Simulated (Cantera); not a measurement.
An adiabatic, constant-pressure homogeneous reactor starts with 3.64 % CH4, 16.7 % O2, 75.6 % N2, 4.00 % H2O, equivalence ratio 0.43, at 1325 K and 5.70 bar.

Computed with Cantera and GRI-Mech 3.0 (53 species, 325 reactions).

Predict: time of steepest temperature rise; temperature at 2.00 s; equilibrium temperature; x(O2) at 2.00 s; x(H2O) at 2.00 s; x(NO) at 2.00 s.


```json
{
  "time_of_steepest_temperature_rise": "1.65 ms",
  "temperature at 2.00 s": "2073 K",
  "equilibrium_temperature": "2073 K",
  "x(O2) at 2.00 s": "0.0911 (gas-phase equilibrium 0.0911)",
  "x(H2O) at 2.00 s": "0.112 (gas-phase equilibrium 0.112)",
  "x(NO) at 2.00 s": "0.00597 (gas-phase equilibrium 0.00600)"
}
```
